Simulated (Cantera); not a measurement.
An adiabatic, constant-volume homogeneous reactor starts with CO : H₂ : O₂ : N₂ = 1 : 1.2 : 0.786 : 2.95 (molar parts), equivalence ratio 1.4, at 1775 K and 10.0 bar.

Model: GRI-Mech 3.0 (53 species, 325 reactions), integrated in Cantera. The hydrogen kinetics of GRI-Mech 3.0 are dated; newer H2 mechanisms differ, most at raised pressure. Above 3000 K some thermodynamic fits are extrapolated.

One state of this run: T (K) = 3291; P (bar) = 16.9; x CO = 0.122; x H₂ = 0.0387; x O₂ = 0.0124; x NO = 0.00580; x N₂O = 2.10e-6; x H = 0.0172; x NO₂ = 2.77e-6. x: mole fraction; the columns are a selection and need not sum to one.

Problem. Which value of t (s) does it belong to?
A. 4.51e-5
B. 1.04e-5
C. 0.300
D. 0.000849

Solution. B, 1.04e-5
